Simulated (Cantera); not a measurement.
Charge: 1 mol CF4, 0.57 mol H2, equilibrated at 10.0 mbar.

These are equilibrium values from Cantera (NASA tables, ideal gas, pure condensed phases), not measurements of a reactor. Candidate condensed phases: C, C6H6, C7H8, C8H18; 95 gas species. Gases not in the tables: C2F6 and larger saturated fluorocarbons. Kinetics and transport are ignored.

### Question
What share of the C ends up in condensed phases as a function of T (K), at 1773, 1873, 1973, 2073, 2173, 2273, 2373, 2473, 2573?

### Answer
```json
[
 {"T (K)": "1773", "C condensed (%)": "27.8", "as": "C(graphite)"},
 {"T (K)": "1873", "C condensed (%)": "26.7", "as": "C(graphite)"},
 {"T (K)": "1973", "C condensed (%)": "24.4", "as": "C(graphite)"},
 {"T (K)": "2073", "C condensed (%)": "20.0", "as": "C(graphite)"},
 {"T (K)": "2173", "C condensed (%)": "13.4", "as": "C(graphite)"},
 {"T (K)": "2273", "C condensed (%)": "7.8", "as": "C(graphite)"},
 {"T (K)": "2373", "C condensed (%)": "10.2", "as": "C(graphite)"},
 {"T (K)": "2473", "C condensed (%)": "22.0", "as": "C(graphite)"},
 {"T (K)": "2573", "C condensed (%)": "36.8", "as": "C(graphite)"}
]
```
